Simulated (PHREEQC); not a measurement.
Make-up at 25 °C: 27 mmol/kgw NH3, 0.011 mmol/kgw H4SiO4 and 0.21 mmol/kgw CO2. Closed to the air; pH follows from the charge balance.

Model: ion-association model, wateq4f.dat, run in PHREEQC.

No solid was allowed to form.

**Question.** Order these Si species by the share of Si that they hold, largest first: H2SiO4-2, H3SiO4-, H4SiO4.

**Answer.** H3SiO4- (89 %), H4SiO4 (11 %), H2SiO4-2 (0.35 %)

The pH is 10.72 and the ionic strength 0.00107 mol/kgw. Species that the database lacks are ignored.
